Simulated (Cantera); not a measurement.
Feed: 1 mol MgO, 0.44 mol C, 1.2 mol H2, at 2675 °C and 7.10 mbar.

Cantera equilibrium calculation (NASA polynomials, part measured and part estimated; ideal gas, pure solids and liquids). The tables' values for MgH are old estimates; treat these amounts as uncertain. Kinetics and transport are ignored.

```tsv
species	before	after
H	0.425	0.419
Mg	0.255	0.264
O	0.0894	0.157
CO	0.111	0.00334
OH	0.0243	0.0420
O2	0.00636	0.0196
H2O	0.0128	0.0217
H2	0.0712	0.0691
CO2	0.00271	0.000144
MgO	0.00204	0.00371
MgOH	0.000210	0.000377
MgH	0.000133	0.000135
```
Gas species are given as mole fractions.

Q: Which change was made?
A) pressure from 7.10 mbar to 13.3 mbar
B) temperature from 2675 °C to 1677 °C
C) C from 0.44 to 0.013 mol
D) pressure from 7.10 mbar to 10.0 mbar

A: C, C from 0.44 to 0.013 mol
